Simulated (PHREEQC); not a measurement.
## Alkaline etch or developer (model solution)

Dissolve 0.06 mol/kgw CsOH, 0.00029 mol/kgw K2SiO3 and 0.00026 mol/kgw (CH3)4NCl at 20 °C. Closed to the air; pH follows from the charge balance.

Computed with PHREEQC (ion-association model, wateq4f.dat).

```json
{
  "pH": "12.85",
  "ionic_strength": "0.0609 mol/kgw",
  "total_alkalinity": "60.6 meq/kg"
}
```

```tsv
species	molality	activity	log γ
OH-	0.0602	0.0481	-0.097
Cs+	0.0600	0.0487	-0.091
K+	0.000580	0.000465	-0.096
Cl-	0.000260	0.000208	-0.096
(CH3)4N+	0.000260	0.000209	-0.094
H3SiO4-	0.000179	0.000144	-0.094
H2SiO4-2	0.000111	4.98e-5	-0.348
H4SiO4	1.63e-7	1.65e-7	0.006
```

No solid was allowed to form. (CH3)4N+ isn't in the database: it is added as a free cation with an ion size of 4 Å.
